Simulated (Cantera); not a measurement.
What does this Cantera script print?

```python
import numpy as np
import cantera as ct

gas_names = [...]  # 136 gases of nasa_gas.yaml made of C, H, N, O
cond_names = """
    C(gr) C6H6(L) C7H8(L) C8H18(L),n-octa H2O(s) H2O(L)
""".split()


# ... load() reads the species with a 1 bar reference pressure and builds the phases ...
atoms = {
    'C2H5OH': {'C': 2, 'H': 6, 'O': 1},
    'NH3': {'N': 1, 'H': 3},
    'H2': {'H': 2},
}
top_T = {'C(gr)': 4500}  # K; cautious upper limits of use, not melting points


# ... equilibrate(T, P, feed) seeds the gas with the atoms and calls Mixture.equilibrate('TP', solver="vcs", rtol=1e-11, max_steps=5000) ...
results = []
T = 2875  # K
P = 101325  # Pa
for m in [0.037, 0.12, 0.19, 0.27, 0.35, 0.43, 0.51, 0.58, 0.66]:
    feed = {'C2H5OH': 1, 'NH3': m, 'H2': 99}  # mol
    mix = equilibrate(T, P, feed)
    results.append((T, P, feed, dict(zip(mix.species_names, mix.species_moles))))

top = {s: max(r[3][s] / sum(r[3][g] for g in gas_names) for r in results) for s in gas_names}
cols = sorted((s for s in top if top[s] > 1e-05), key=lambda s: -top[s])[:8]
seen = [c for c in cond_names if any(r[3].get(c, 0) > 1e-12 for r in results)]
print("log10 of partial pressures in bar; condensed amounts in mol")
print(f"{'n(NH3)':>10s}" + "".join(f"{s[:9]:>10s}" for s in cols + seen))
for T, P, feed, n in results:
    ng = sum(n[g] for g in gas_names)
    print(f"{feed['NH3']:10.4g}" + "".join(f"{np.log10(max(n[s] / ng * P / 1e5, 1e-99)):10.3f}" for s in cols)
          + "".join(f"{n.get(c, 0):10.4g}" for c in seen))
```

Output:

```
log10 of partial pressures in bar; condensed amounts in mol
    n(NH3)        H2         H        CO C2H2,acet       HCN        N2       HNC       C2H
     0.037    -0.046    -0.999    -2.029    -2.359    -3.599    -4.616    -4.368    -4.158
      0.12    -0.047    -0.999    -2.030    -2.383    -3.184    -3.762    -3.953    -4.182
      0.19    -0.047    -0.999    -2.031    -2.400    -3.041    -3.459    -3.810    -4.198
      0.27    -0.047    -0.999    -2.031    -2.416    -2.939    -3.239    -3.708    -4.214
      0.35    -0.047    -0.999    -2.032    -2.430    -2.868    -3.083    -3.637    -4.228
      0.43    -0.047    -0.999    -2.033    -2.443    -2.814    -2.963    -3.583    -4.241
      0.51    -0.047    -0.999    -2.033    -2.455    -2.772    -2.866    -3.541    -4.253
      0.58    -0.047    -0.999    -2.034    -2.464    -2.740    -2.794    -3.510    -4.262
      0.66    -0.048    -0.999    -2.035    -2.475    -2.710    -2.722    -3.479    -4.273
```

Method: chemical equilibrium by Gibbs-energy minimisation in Cantera with the NASA 1993 tables (ideal gas, pure condensed phases).
